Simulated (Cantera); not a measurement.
Input (Python, Cantera) and output of one run.

```python
import numpy as np
import cantera as ct

gas_names = [...]  # 95 gases of nasa_gas.yaml made of C, F, H
cond_names = """
    C(gr) C6H6(L) C7H8(L) C8H18(L),n-octa
""".split()


# ... load() reads the species with a 1 bar reference pressure and builds the phases ...
atoms = {
    'CH2F2': {'C': 1, 'H': 2, 'F': 2},
    'H2': {'H': 2},
}
top_T = {'C(gr)': 4500}  # K; cautious upper limits of use, not melting points


# ... equilibrate(T, P, feed) seeds the gas with the atoms and calls Mixture.equilibrate('TP', solver="vcs", rtol=1e-11, max_steps=5000) ...
results = []
feed = {'CH2F2': 1, 'H2': 0.76}  # mol
T = 2025  # K
P = 600  # Pa
mix = equilibrate(T, P, feed)
results.append((T, P, feed, dict(zip(mix.species_names, mix.species_moles))))
print(gas.report(threshold=1e-06))
for i in range(1, mix.n_phases):
    print(f"{mix.phase(i).name:16s} {mix.phase_moles(i):12.5e} mol")
```

Result:

```
       temperature   2025 K
          pressure   600 Pa
           density   0.00053318 kg/m^3
  mean mol. weight   14.962 kg/kmol
   phase of matter   gas

                          1 kg             1 kmol
                     ---------------   ---------------
          enthalpy       -9.3474e+06       -1.3985e+08  J
   internal energy       -1.0473e+07       -1.5669e+08  J
           entropy             17868        2.6734e+05  J/K
    Gibbs function       -4.5531e+07       -6.8121e+08  J
 heat capacity c_p            2268.9             33946  J/K
 heat capacity c_v            1713.2             25632  J/K

                      mass frac. Y      mole frac. X     chem. pot. / RT
                     ---------------   ---------------   ---------------
    C2H2,acetylene         0.0004204        0.00024156            -31.54
                 F        1.9983e-05        1.5737e-05           -33.352
                 H        0.00086488          0.012837           -12.978
                HF           0.96272           0.71996            -46.33
                H2          0.035969           0.26694           -25.957
     [  +90 minor]        1.4397e-06        8.4869e-07

C(gr)             9.98654e-01 mol
```

Cantera equilibrium calculation (NASA polynomials, part measured and part estimated; ideal gas, pure solids and liquids).
